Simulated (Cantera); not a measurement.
A freely propagating, adiabatic, planar premixed flame of H₂ : O₂ : N₂ = 1 : 0.263 : 0.989 (molar parts), equivalence ratio 1.9, unburnt at 350 K and 810000 Pa; mixture-averaged transport, grid criteria slope 0.08 and curve 0.16, no radiation.

Detailed kinetics in Cantera: the H2/O2 subset of GRI-Mech 3.0, which has no nitrogen chemistry. The hydrogen kinetics of GRI-Mech 3.0 are dated; newer H2 mechanisms differ, most at raised pressure. Burning velocities carry a grid error of a few per cent, more on coarse grids.

Q: What does this change do: O2 0.263 to 0.34 parts?

A: 
```
quantity                     before      after
------------------------  ---------  ---------
laminar burning velocity   333 cm/s   467 cm/s
thermal thickness         0.0267 mm  0.0239 mm
peak x(O)                   0.00145    0.00404
peak x(H)                    0.0326     0.0466
peak x(HO₂)                 0.00143    0.00180
```

Q: What does this change do: inlet temperature 350 to 473 K?

A: 
| quantity | before | after |
|---|---|---|
| laminar burning velocity | 333 cm/s | 565 cm/s |
| thermal thickness | 0.0267 mm | 0.0285 mm |
| peak x(O) | 0.00145 | 0.00190 |
| peak x(H) | 0.0326 | 0.0402 |
| peak x(HO₂) | 0.00143 | 0.00133 |

Q: What does this change do: inlet temperature 350 to 673 K?

A: 
| quantity | before | after |
|---|---|---|
| laminar burning velocity | 333 cm/s | 1110 cm/s |
| thermal thickness | 0.0267 mm | 0.0325 mm |
| peak x(O) | 0.00145 | 0.00277 |
| peak x(H) | 0.0326 | 0.0534 |
| peak x(HO₂) | 0.00143 | 0.00106 |
